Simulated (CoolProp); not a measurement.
Saturation properties of CH3F (R41) (Tc = 44.1 °C, pc = 5.906 MPa, ω = 0.200).

Values from CoolProp's reference Helmholtz-energy equation of state, Lemmon 2006. It is a short technical equation, of lower accuracy than the large ones.

```csv
T (°C),p (MPa),liquid density (kg/m³),vapour density (kg/m³),liquid cp (kJ/(kg K)),surface tension (mN/m)
-60.65,0.2457,842.9,5.109,2.110,12.8
-54.45,0.3229,828.9,6.620,2.130,11.8
-48.25,0.4174,814.4,8.463,2.155,10.9
-42.05,0.5318,799.4,10.69,2.184,10.0
-35.85,0.6684,783.9,13.37,2.220,9.12
-29.65,0.8301,767.7,16.56,2.262,8.25
-23.45,1.020,750.9,20.37,2.313,7.40
-17.25,1.240,733.3,24.89,2.374,6.56
-11.15,1.489,715.0,30.18,2.447,5.76
-4.95,1.780,695.4,36.57,2.539,4.97
1.25,2.110,674.4,44.24,2.656,4.20
7.45,2.485,651.8,53.51,2.810,3.46
13.65,2.909,627.2,64.87,3.020,2.75
```

It boils at -78.4 °C under 1 atm.

Surface tension comes from a separate correlation (Mulero 2012).
